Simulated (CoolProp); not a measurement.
Vapour-liquid equilibrium of cis-2-butene (1) + acetone (2) at 0.262 bar; x and y are mole fractions of (1).

Values from CoolProp's multi-fluid Helmholtz-energy mixture model, Lemmon 2005 and Lemmon 2006; pair parameters Bell 2016.

| x | bubble temperature, mixture model (K) | bubble temperature, Raoult's law (K) | y, mixture model | y, Raoult's law |
|---|---|---|---|---|
| 0.05 | 277.6 | 288.1 | 0.570 | 0.291 |
| 0.15 | … | 278.2 | 0.839 | 0.609 |
| 0.25 | … | 270.9 | 0.901 | 0.764 |
| 0.35 | 251.3 | 265.3 | … | 0.850 |
| 0.45 | 249.9 | 260.8 | 0.933 | 0.902 |
| 0.55 | … | 257.1 | … | 0.936 |
| 0.65 | 248.7 | 254.0 | 0.942 | 0.959 |
| 0.75 | … | 251.4 | 0.948 | 0.975 |
| 0.85 | 247.5 | 249.0 | 0.959 | 0.987 |
| 0.95 | 246.5 | 246.9 | 0.981 | 0.996 |

### Question
What belongs in the gaps?

### Answer

- 0.15, bubble temperature, mixture model (K): 261.2
- 0.25, bubble temperature, mixture model (K): 254.4
- 0.35, y, mixture model: 0.923
- 0.55, bubble temperature, mixture model (K): 249.2
- 0.55, y, mixture model: 0.938
- 0.75, bubble temperature, mixture model (K): 248.2

The largest gap from Raoult's law is -17.0 K in bubble temperature, at x = 0.15. No azeotrope shows between x = 0.05 and 0.95.

Pair parameters are fitted to limited data, so mixtures are less certain than the pure fluids. With so large a gap from Raoult's law the liquid may split in two, which this calculation doesn't test in full.
